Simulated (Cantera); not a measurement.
An adiabatic, constant-volume homogeneous reactor starts with CH4 : H2 : O2 : N2 = 1 : 1.1 : 2.63 : 9.88 (molar parts), at 1425 K and 6680 Torr. Integrator tolerance rtol = 1e-08.

Model: GRI-Mech 3.0 (53 species, 325 reactions), integrated in Cantera. Above 3000 K some thermodynamic fits are extrapolated.

| quantity | before | after |
|---|---|---|
| time of steepest temperature rise | 27.8 µs | 6.52 ms |
| temperature at 0.300 s | 3086 K | 2946 K |
| equilibrium temperature | 3086 K | 2946 K |
| x(CH4) at 0.300 s | <1e-12 (gas-phase equilibrium <1e-12) | <1e-12 (gas-phase equilibrium <1e-12) |
| x(H2) at 0.300 s | 0.0188 (gas-phase equilibrium 0.0188) | 0.0124 (gas-phase equilibrium 0.0124) |
| x(O2) at 0.300 s | 0.0169 (gas-phase equilibrium 0.0169) | 0.0135 (gas-phase equilibrium 0.0135) |
| x(NO2) at 0.300 s | 9.43e-6 (gas-phase equilibrium 9.43e-6) | 8.06e-6 (gas-phase equilibrium 8.06e-6) |
| x(H2O) at 0.300 s | 0.179 (gas-phase equilibrium 0.179) | 0.194 (gas-phase equilibrium 0.194) |
| x(H) at 0.300 s | 0.00641 (gas-phase equilibrium 0.00641) | 0.00298 (gas-phase equilibrium 0.00298) |

Task: What was changed between the two runs?
A) initial temperature 1425 to 1025 K
B) pressure from 6680 Torr to 2400 Torr
C) pressure from 6680 Torr to 9000 Torr
D) initial temperature 1425 to 1675 K

Result: A, initial temperature 1425 to 1025 K
